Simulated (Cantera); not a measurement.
Charge: 1 mol SiF4, 2.3 mol N2O, 1.5 mol N2, 0.3 mol O2, held at 525 K and 88.0 Pa.

These are equilibrium values from Cantera (NASA tables, ideal gas, pure condensed phases), not measurements of a reactor. Candidate condensed phases: Si, SiO2, Si2N2O, Si3N4; 28 gas species. Kinetics and transport are ignored.

Base state: N2 0.608, O2 0.232, SiF4 0.160 (mole fractions); condensed: gas only.

What changes in the equilibrium state with this change: SiF4 replaced by SiCl4?


```csv
species,before,after
N2,0.608,0.608
Cl2,0,0.320
O2,0.232,0.0720
SiF4,0.160,0
"SiO2(α-quartz), mol",0,1.00
```
